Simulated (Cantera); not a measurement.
A freely propagating, adiabatic, planar premixed flame of H2 : O2 : N2 = 1 : 0.278 : 1.22 (molar parts), unburnt at 325 K and 650000 Pa; unity-Lewis-number transport, grid criteria slope 0.08 and curve 0.16, no radiation.

Cantera simulation using the H2/O2 subset of GRI-Mech 3.0, which has no nitrogen chemistry; the numbers are that mechanism's predictions, not measurements. The hydrogen kinetics of GRI-Mech 3.0 are dated; newer H2 mechanisms differ, most at raised pressure. Unity Lewis numbers drop preferential diffusion, which matters most where H2 and H carry the flame. Burning velocities carry a grid error of a few per cent, more on coarse grids.

x: mole fraction of selected species; z is measured from the peak of heat release.

```json
[
 {"z (mm)": "-0.121", "T (K)": "325", "u (m/s)": "1.62", "x H2": "0.400", "x O2": "0.111", "x OH": "<1e-8", "x H": "<1e-8", "x H2O2": "5.58e-8", "x H2O": "1.22e-5"},
 {"z (mm)": "-0.0808", "T (K)": "326", "u (m/s)": "1.63", "x H2": "0.400", "x O2": "0.111", "x OH": "<1e-8", "x H": "<1e-8", "x H2O2": "5.62e-7", "x H2O": "0.000124"},
 {"z (mm)": "-0.0606", "T (K)": "329", "u (m/s)": "1.64", "x H2": "0.400", "x O2": "0.111", "x OH": "<1e-8", "x H": "<1e-8", "x H2O2": "2.18e-6", "x H2O": "0.000490"},
 {"z (mm)": "-0.0404", "T (K)": "354", "u (m/s)": "1.77", "x H2": "0.397", "x O2": "0.110", "x OH": "2.27e-8", "x H": "<1e-8", "x H2O2": "1.42e-5", "x H2O": "0.00355"},
 {"z (mm)": "-0.0202", "T (K)": "618", "u (m/s)": "3.03", "x H2": "0.371", "x O2": "0.0946", "x OH": "1.79e-5", "x H": "1.61e-5", "x H2O2": "7.05e-5", "x H2O": "0.0362"},
 {"z (mm)": "-0.0101", "T (K)": "999", "u (m/s)": "4.78", "x H2": "0.328", "x O2": "0.0709", "x OH": "0.000384", "x H": "0.00206", "x H2O2": "6.14e-5", "x H2O": "0.0886"},
 {"z (mm)": "0", "T (K)": "1385", "u (m/s)": "6.46", "x H2": "0.264", "x O2": "0.0398", "x OH": "0.00114", "x H": "0.0145", "x H2O2": "1.45e-5", "x H2O": "0.156"},
 {"z (mm)": "0.0101", "T (K)": "1622", "u (m/s)": "7.44", "x H2": "___", "x O2": "___", "x OH": "___", "x H": "___", "x H2O2": "___", "x H2O": "___"},
 {"z (mm)": "0.0202", "T (K)": "1744", "u (m/s)": "7.93", "x H2": "0.193", "x O2": "0.00605", "x OH": "0.00263", "x H": "0.0318", "x H2O2": "1.29e-6", "x H2O": "0.229"},
 {"z (mm)": "0.0404", "T (K)": "1853", "u (m/s)": "8.36", "x H2": "0.187", "x O2": "0.000989", "x OH": "0.00254", "x H": "0.0260", "x H2O2": "6.02e-7", "x H2O": "0.242"},
 {"z (mm)": "0.0808", "T (K)": "1932", "u (m/s)": "8.65", "x H2": "0.191", "x O2": "___", "x OH": "___", "x H": "___", "x H2O2": "___", "x H2O": "0.246"},
 {"z (mm)": "0.162", "T (K)": "1982", "u (m/s)": "8.84", "x H2": "0.195", "x O2": "2.37e-5", "x OH": "0.00107", "x H": "0.00877", "x H2O2": "9.16e-8", "x H2O": "0.248"},
 {"z (mm)": "0.323", "T (K)": "2010", "u (m/s)": "8.94", "x H2": "0.197", "x O2": "6.69e-6", "x OH": "0.000595", "x H": "0.00464", "x H2O2": "3.20e-8", "x H2O": "0.249"}
]
```

### Question
Complete the blanks.

### Answer

- 0.0101, x H2: 0.214
- 0.0101, x O2: 0.0165
- 0.0101, x OH: 0.00212
- 0.0101, x H: 0.0283
- 0.0101, x H2O2: 2.40e-6
- 0.0101, x H2O: 0.206
- 0.0808, x O2: 0.000113
- 0.0808, x OH: 0.00180
- 0.0808, x H: 0.0161
- 0.0808, x H2O2: 2.42e-7
